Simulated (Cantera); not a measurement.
What does this Cantera script print?

```python
import numpy as np
import cantera as ct

gas = ct.Solution("gri30.yaml")
gas.TPX = 1748, 1000000, {'CH4': 1, 'CO2': 1.9, 'H2': 0.15}
inlet = ct.Reservoir(gas, clone=True)

reactor = ct.IdealGasConstPressureReactor(gas, energy="off", clone=False)
exhaust = ct.Reservoir(gas, clone=True)
tau = [15, 5.8, 2.2, 0.84, 0.32, 0.12, 0.046, 0.017, 0.0066, 0.0025, 0.00095][0]
for a, b in ((inlet, reactor), (reactor, exhaust)):
    ct.MassFlowController(a, b, mdot=lambda t: reactor.mass / tau)
net = ct.ReactorNet([reactor])
show = ['CH4', 'CO2', 'H2', 'C2H4', 'H']

rows = []
print(f"{'tau/s':>10s}{'T/K':>9s}" + "".join(f"{s:>11s}" for s in show))
for tau in [15, 5.8, 2.2, 0.84, 0.32, 0.12, 0.046, 0.017, 0.0066, 0.0025, 0.00095]:
    net.initial_time = 0.0
    net.advance(30 * tau)
    before = gas.X
    net.advance(40 * tau)
    drift = np.max(np.abs(gas.X - before) / (gas.X + 1e-9))
    rows.append([gas.T, *gas[show].X, drift])
    print(f"{tau:10.3e}{gas.T:9.1f}" + "".join(f"{x:11.3e}" for x in gas[show].X))
```

Result:

```
     tau/s      T/K        CH4        CO2         H2       C2H4          H
 1.500e+01   1748.0  3.403e-03  5.962e-02  2.975e-01  3.750e-05  3.949e-05
 5.800e+00   1748.0  6.318e-03  6.253e-02  2.904e-01  1.306e-04  3.899e-05
 2.200e+00   1748.0  1.067e-02  6.830e-02  2.778e-01  3.769e-04  3.808e-05
 8.400e-01   1748.0  1.628e-02  7.882e-02  2.580e-01  8.723e-04  3.659e-05
 3.200e-01   1748.0  2.296e-02  9.667e-02  2.300e-01  1.632e-03  3.434e-05
 1.200e-01   1748.0  3.126e-02  1.252e-01  1.954e-01  2.504e-03  3.123e-05
 4.600e-02   1748.0  4.275e-02  1.664e-01  1.610e-01  3.222e-03  2.756e-05
 1.700e-02   1748.0  6.276e-02  2.283e-01  1.334e-01  3.828e-03  2.366e-05
 6.600e-03   1748.0  9.721e-02  3.129e-01  1.223e-01  4.614e-03  2.081e-05
 2.500e-03   1748.0  1.536e-01  4.231e-01  1.223e-01  5.809e-03  1.890e-05
 9.500e-04   1748.0  2.174e-01  5.218e-01  1.131e-01  6.976e-03  1.649e-05
```

Cantera simulation using GRI-Mech 3.0 (53 species, 325 reactions); the numbers are that mechanism's predictions, not measurements.
